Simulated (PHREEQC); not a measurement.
Consider water at 25 °C with 7.4 mmol/kgw Na2SiO3. Closed to the air; pH follows from the charge balance.

The numbers come from PHREEQC with the ion-association model, phreeqc.dat.

Question: The ionic strength comes out as 0.0152 mol/kgw. What activity coefficients do H3SiO4-, OH-, Na+, H2SiO4-2 get?

Answer: H3SiO4- 0.88, OH- 0.88, Na+ 0.89, H2SiO4-2 0.62.

Precipitation was switched off in this run. Species that the database lacks are ignored.
